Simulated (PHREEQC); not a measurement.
Dissolve 11 mmol/kgw HF, 4.7 mmol/kgw CsF and 0.25 mmol/kgw H2SiF6 at 20 °C. Closed to the air; pH follows from the charge balance.

Computed with PHREEQC (ion-association model, wateq4f.dat).

### Question
The ionic strength comes out as 0.00641 mol/kgw. What activity coefficients do F-, Cs+, H+, SiF6-2, HF2- get?

### Answer
F- 0.92, Cs+ 0.92, H+ 0.93, SiF6-2 0.72, HF2- 0.92.

This is a speciation only: nothing precipitates in the calculation. SiF6-2 is the database's only silicon fluoride.
